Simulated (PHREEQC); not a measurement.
Make-up at 26 °C: 0.0088 mol Pb(NO3)2, 0.00013 mol KNO3 and 0.032 mol Zn(NO3)2 per kg of water. Closed to the air; pH follows from the charge balance.

The numbers come from PHREEQC with the ion-association model, phreeqc.dat.

Task: The ionic strength comes out as 0.117 mol/kgw. What activity coefficients do NO3-, Pb2OH+3, Pb+2, K+, H+ get?

Result: NO3- 0.74, Pb2OH+3 0.097, Pb+2 0.35, K+ 0.75, H+ 0.82.

This is a speciation only: nothing precipitates in the calculation. Complexes and solids missing from the database can't appear.
